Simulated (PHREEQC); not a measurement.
A solution holds 130 mmol/kgw HF, 0.11 mmol/kgw (CH3)4NF and 5.7 mmol/kgw (NH4)2SiF6, at 44 °C. Closed to the air; pH follows from the charge balance.

All values are PHREEQC results (ion-association model, wateq4f.dat), not measurements.

| quantity | before | after |
|---|---|---|
| pH | 2.10 | 2.48 |
| ionic strength (mol/kgw) | 0.0264 | 0.00700 |
| HF (mol/kgw) | 0.0949 | 0.0210 |
| H2F2 (mol/kgw) | 0.0116 | 0.000567 |
| F- (mol/kgw) | 0.00658 | 0.00329 |
| HF2- (mol/kgw) | 0.00268 | 0.000295 |

Q: Name the change that produced these shifts.
A) HF left out
B) diluted 10-fold with water
C) (NH4)2SiF6 left out
D) temperature from 44 to 60 °C
E) diluted 5-fold with water

A: E, diluted 5-fold with water

No solid was allowed to form. (CH3)4N+ isn't in the database: it is added as a free cation with an ion size of 4 Å. wateq4f.dat counts part of the HF as a dimer, H2F2, which phreeqc.dat doesn't know; its constant is uncertain. Away from 25 °C the constants follow the database's enthalpies or fits; those with neither stay at their 25 °C values. SiF6-2 is the database's only silicon fluoride.
